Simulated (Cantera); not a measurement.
A Cantera script and what it prints.

```python
import numpy as np
import cantera as ct

gas_names = """
    H HO2 H2 H2O H2O2 Nb NbO NbO2 O OH O2 O3
""".split()
cond_names = """
    H2O(s) H2O(L) Nb(cr) Nb(L) NbO(s) NbO(L) NbO2(I) NbO2(II) NbO2(III) NbO2(L) Nb2O5(s) Nb2O5(L)
""".split()


# ... load() reads the species with a 1 bar reference pressure and builds the phases ...
atoms = {
    'Nb2O5': {'Nb': 2, 'O': 5},
    'H2': {'H': 2},
    'H2O': {'H': 2, 'O': 1},
}
top_T = {}  # K; cautious upper limits of use, not melting points


# ... equilibrate(T, P, feed) seeds the gas with the atoms and calls Mixture.equilibrate('TP', solver="vcs", rtol=1e-11, max_steps=5000) ...
results = []
feed = {'Nb2O5': 1, 'H2': 940, 'H2O': 0.84}  # mol
T = 1023  # K
P = 66000  # Pa
mix = equilibrate(T, P, feed)
results.append((T, P, feed, dict(zip(mix.species_names, mix.species_moles))))
print(gas.report(threshold=1e-06))
for i in range(1, mix.n_phases):
    print(f"{mix.phase(i).name:16s} {mix.phase_moles(i):12.5e} mol")
```

It prints:

```
       temperature   1023 K
          pressure   66000 Pa
           density   0.015886 kg/m^3
  mean mol. weight   2.0473 kg/kmol
   phase of matter   gas

                          1 kg             1 kmol
                     ---------------   ---------------
          enthalpy        1.0218e+07         2.092e+07  J
   internal energy        6.0635e+06        1.2414e+07  J
           entropy             83342        1.7063e+05  J/K
    Gibbs function       -7.5041e+07       -1.5363e+08  J
 heat capacity c_p             14798             30295  J/K
 heat capacity c_v             10737             21981  J/K

                      mass frac. Y      mole frac. X     chem. pot. / RT
                     ---------------   ---------------   ---------------
                H2           0.98279           0.99804            -17.98
               H2O          0.017209         0.0019557           -60.019
     [  +10 minor]        2.5068e-09        5.0909e-09

Nb(cr)            0.00000e+00 mol
NbO(s)            0.00000e+00 mol
NbO2(I)           2.00000e+00 mol
Nb2O5(s)          0.00000e+00 mol
```

Cantera equilibrium calculation (NASA polynomials, part measured and part estimated; ideal gas, pure solids and liquids). Condensed phases not in the tables: the oxides between NbO2 and Nb2O5.
